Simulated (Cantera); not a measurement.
Charge: 1 mol Ti, 6.6 mol CO, a varied amount of H2, equilibrated at 1750 °C and 0.100 bar.

Method: chemical equilibrium by Gibbs-energy minimisation in Cantera with the NASA 1993 tables (ideal gas, pure condensed phases). Candidate condensed phases: C, C6H6, C7H8, C8H18, H2O, Ti, TiC, TiO, TiO2, Ti2O3, Ti3O5, Ti4O7; 113 gas species. Mutual solubility and eutectic melting of coexisting phases are not modelled. TiC, TiO: taken at fixed stoichiometry. Condensed phases not in the tables: solid solutions among these carbides, nitrides and lower oxides. Kinetics and transport are ignored.

x: gas mole fraction; n: condensed amount in mol.

```
n(H2) (mol)   x H2    x CO      x H     x H2O    x CO2    x TiO  n TiC(s)  n Ti2O3(s)  n TiO(l)
-----------  -----  ------  -------  --------  -------  -------  --------  ----------  --------
1.9          0.239   0.758  0.00294       [?]  6.42e-5  9.66e-6     0.600       0.200         0
2.8          0.316   0.681  0.00338       [?]  5.52e-5  9.87e-6     0.601       0.200         0
4.1          0.403   0.593  0.00382       [?]  4.55e-5  1.01e-5     0.601       0.200         0
6            0.493   0.503  0.00422  0.000164  3.59e-5  1.03e-5     0.501           0     0.499
8.9          0.590   0.406  0.00462  0.000176  2.60e-5  1.03e-5     0.502           0     0.498
13           0.676   0.318  0.00494  0.000179  1.81e-5  1.03e-5     0.502           0     0.498
19           0.752   0.242  0.00521  0.000174  1.20e-5  1.03e-5     0.502           0     0.497
29           0.821   0.173  0.00545       [?]  7.25e-6  1.03e-5     0.503           0     0.497
42           0.868   0.126  0.00560       [?]  4.52e-6  1.03e-5     0.504           0     0.496
62           0.905  0.0893  0.00572       [?]  2.68e-6  1.03e-5     0.504           0     0.495
```

Problem. What belongs in the gaps?

Solution. 
- 1.9, x H2O: 9.43e-5
- 2.8, x H2O: 0.000119
- 4.1, x H2O: 0.000144
- 29, x H2O: 0.000160
- 42, x H2O: 0.000145
- 62, x H2O: 0.000127
